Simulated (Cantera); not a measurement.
A closed system holds: 1 mol Si2H6, 5.6 mol H2, equilibrated at 1225 K and 218 Torr.

These are equilibrium values from Cantera (NASA tables, ideal gas, pure condensed phases), not measurements of a reactor. Candidate condensed phases: Si; 9 gas species. The feed counts by its element totals alone. Rates play no part.

Base state: H2 1.000 (mole fractions); condensed: Si(s).

Task: What changes in the equilibrium state with this change: 0.012 mol Cl2 added?

Result: 
```json
[
 {"species": "H2", "before": "1.000", "after": "0.997"},
 {"species": "HCl", "before": "0", "after": "0.00274"},
 {"species": "SiCl2", "before": "0", "after": "1.83e-5"},
 {"species": "Si(s), mol", "before": "2.00", "after": "2.00"}
]
```
